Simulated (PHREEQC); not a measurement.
Consider water at 20 °C with 0.0024 mol HCl, 0.00067 mol CuSO4 and 4.4e-05 mol MnSO4 per kg of water. It is in equilibrium with CO2 at log p = -1 (atm). Otherwise closed; pH follows from the charge balance.

The numbers come from PHREEQC with the ion-association model, phreeqc.dat.

No solid was allowed to form.

### Question
Order these Cu species by the share of Cu that they hold, largest first: CuSO4, Cu+2, CuCl+.

### Answer
Cu+2 (94 %), CuSO4 (6.0 %), CuCl+ (0.35 %)

### Question
Order these Mn species by the share of Mn that they hold, largest first: MnSO4, Mn+2, MnCl+.

### Answer
Mn+2 (94 %), MnSO4 (5.0 %), MnCl+ (0.69 %)

The pH is 2.67 and the ionic strength 0.00490 mol/kgw.
